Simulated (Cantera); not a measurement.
# Silicon nitride deposition: SiCl4 + NH3 + H2

A closed system holds: 1 mol SiCl4, a varied amount of NH3, 2.6 mol H2, held at 0.220 bar.

Equilibrium computed with Cantera from the NASA thermochemical tables; the gas is ideal and each condensed phase is pure. Candidate condensed phases: NH4Cl, Si, Si3N4; 28 gas species. The tables' values for SiCl3 are old estimates. The numbers say what is thermodynamically allowed, not how fast it happens.

Stable condensed phases:

```
T in °C \ n(NH3) in mol
         0.16 0.25 0.38 0.57 0.87  1.3    2    3
   1552     A    A    A    A    A    A    A    A
   1452     A    A    A    A    A    B    B    B
   1352     A    A    B    B    B    B    B    B
   1252     B    B    B    B    B    B    B    B
   1152     B    B    B    B    B    B    B    B
   1052     B    B    B    B    B    B    B    B
    952     B    B    B    B    B    B    B    B
    852     B    B    B    B    B    B    B    B
    752     B    B    B    B    B    B    B    B
    652     B    B    B    B    B    B    B    B
    552     B    B    B    B    B    B    B    B
    452     B    B    B    B    B    B    B    B
```

A: gas only; B: Si3N4.
